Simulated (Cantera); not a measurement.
An adiabatic, constant-pressure homogeneous reactor starts with 49.2 % H2, 10.7 % O2, 40.2 % N2, at 1473 K and 25.0 bar.

Cantera simulation using the H2/O2 subset of GRI-Mech 3.0, which has no nitrogen chemistry; the numbers are that mechanism's predictions, not measurements. The hydrogen kinetics of GRI-Mech 3.0 are dated; newer H2 mechanisms differ, most at raised pressure. The pressure lies above the range GRI-Mech 3.0 was tuned for (to about 10 atm).

Task: Predict: time of steepest temperature rise; temperature at 0.600 s; equilibrium temperature; x(H2) at 0.600 s; x(O2) at 0.600 s; x(H2O) at 0.600 s; x(OH) at 0.600 s; x(H2O2) at 0.600 s; x(O) at 0.600 s; x(HO2) at 0.600 s.

Result: 
```
Property                                                             Value
---------------------------------  ---------------------------------------
time of steepest temperature rise                                  1.15 µs
temperature at 0.600 s                                              2887 K
equilibrium temperature                                             2887 K
x(H2) at 0.600 s                       0.305 (gas-phase equilibrium 0.305)
x(O2) at 0.600 s                   2.18e-5 (gas-phase equilibrium 2.18e-5)
x(H2O) at 0.600 s                      0.234 (gas-phase equilibrium 0.234)
x(OH) at 0.600 s                   0.00285 (gas-phase equilibrium 0.00285)
x(H2O2) at 0.600 s                 7.94e-8 (gas-phase equilibrium 7.94e-8)
x(O) at 0.600 s                    7.12e-5 (gas-phase equilibrium 7.12e-5)
x(HO2) at 0.600 s                  1.20e-7 (gas-phase equilibrium 1.20e-7)
```
